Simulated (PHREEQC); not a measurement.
**Buffer: speciation**

A solution holds 8.5 mmol/kgw KH2PO4 and 0.14 mmol/kgw NaF, at 45 °C. Closed to the air; pH follows from the charge balance.

All values are PHREEQC results (ion-association model, phreeqc.dat), not measurements.

Precipitation was switched off in this run.

Task: What pH, ionic strength does the model give?

Result: pH 4.77; ionic strength 0.00870 mol/kgw.

Task: In which forms is F present?

Result: F- 97 %, HF 3.2 % of the F.

Away from 25 °C the constants follow the database's enthalpies or fits; those with neither stay at their 25 °C values.
